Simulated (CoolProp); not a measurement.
Computed with CoolProp (reference Helmholtz-energy equation of state, Guder 2009).

For sulfur hexafluoride, give the phase and the Joule-Thomson coefficient (K/MPa) at 80.55 °C and 2.32 bar; 80.55 °C and 5.28 bar; 80.55 °C and 12 bar.


- 80.55 °C and 2.32 bar: gas; Joule-Thomson coefficient 5.91
- 80.55 °C and 5.28 bar: gas; Joule-Thomson coefficient 6.03
- 80.55 °C and 12 bar: gas; Joule-Thomson coefficient 6.33
